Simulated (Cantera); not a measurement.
A perfectly stirred reactor is fed with CH4 : C2H6 : C3H8 : O2 : N2 = 1 : 1.5 : 0.95 : 15.2 : 57.1 (molar parts), equivalence ratio 0.79, at 100000 Pa; it is adiabatic with a 350 K inlet, and is followed from long to short residence time, starting on the burning branch (τ in s: 0.048, 0.015, 0.0046, 0.0014, 0.00044, 0.00014, 4.3e-05, 1.3e-05, 4.1e-06).

Detailed kinetics in Cantera: GRI-Mech 3.0 (53 species, 325 reactions). GRI-Mech 3.0 was tuned for natural gas; its chemistry of propane as a main component is partial and can be far from experiment.

What does this change do: inlet temperature 350 to 498 K?


```tsv
quantity	before	after
blow-out, bracketed by the residence times tried	burning at 0.140 ms, out at 43.0 µs	burning at 0.140 ms, out at 43.0 µs
x(CH4) at τ = 48.0 ms	1.62e-6	1.20e-6
x(C2H6) at τ = 48.0 ms	3.81e-7	2.43e-7
x(C3H8) at τ = 48.0 ms	2.45e-7	1.65e-7
x(CH2O) at τ = 48.0 ms	8.39e-7	6.98e-7
x(O) at τ = 48.0 ms	0.000520	0.000682
x(CH4) at τ = 0.440 ms	5.16e-5	3.84e-5
x(C2H6) at τ = 0.440 ms	1.75e-5	1.32e-5
x(C3H8) at τ = 0.440 ms	9.59e-6	7.20e-6
x(CH2O) at τ = 0.440 ms	3.05e-5	2.54e-5
x(O) at τ = 0.440 ms	0.00400	0.00470
```
